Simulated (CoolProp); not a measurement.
A single-stage vapour-compression cycle with carbonyl sulfide: evaporating at 324.15 K (dew point), condensing at 363.15 K (bubble point), superheat 0 K, subcooling 2 K, compressor efficiency 0.75, no pressure losses. Each further row changes one setting.

Model: reference Helmholtz-energy equation of state, Lemmon 2006, in CoolProp. It is a short technical equation, of lower accuracy than the large ones.

| case | cooling COP | pressure ratio | discharge temperature (K) | refrigerating effect (kJ/kg) | volumetric capacity (kJ/m³) |
|---|---|---|---|---|---|
| as stated | 4.25 | 2.10 | 392.5 | 148 | 10200 |
| evaporating temperature 329.15 K | 5.04 | 1.89 | 388.2 | 148 | 11500 |
| condensing temperature 358.15 K | 5.18 | 1.92 | 383.9 | 158 | 10900 |
| subcooling 7 K | 4.57 | 2.10 | 392.5 | 159 | 11000 |
| superheat 10 K | 4.24 | 2.10 | 404.0 | 159 | 10200 |
| compressor efficiency 0.65 | 3.69 | 2.10 | 396.9 | 148 | 10200 |
